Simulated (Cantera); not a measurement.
An adiabatic, constant-volume homogeneous reactor starts with CH4 : O2 : N2 = 1 : 1.33 : 5.01 (molar parts), at 1475 K and 10.0 bar.

Computed with Cantera and GRI-Mech 3.0 (53 species, 325 reactions). Above 3000 K some thermodynamic fits are extrapolated.

Q: Predict: time of steepest temperature rise; temperature at 7.00 s; equilibrium temperature; x(O2) at 7.00 s; x(NO) at 7.00 s; x(HO2) at 7.00 s; x(H) at 7.00 s.

A: 
```json
{
  "time_of_steepest_temperature_rise": "0.266 ms",
  "temperature at 7.00 s": "3070 K",
  "equilibrium_temperature": "3070 K",
  "x(O2) at 7.00 s": "0.000692 (gas-phase equilibrium 0.000692)",
  "x(NO) at 7.00 s": "0.00264 (gas-phase equilibrium 0.00264)",
  "x(HO2) at 7.00 s": "1.84e-6 (gas-phase equilibrium 1.84e-6)",
  "x(H) at 7.00 s": "0.0111 (gas-phase equilibrium 0.0111)"
}
```
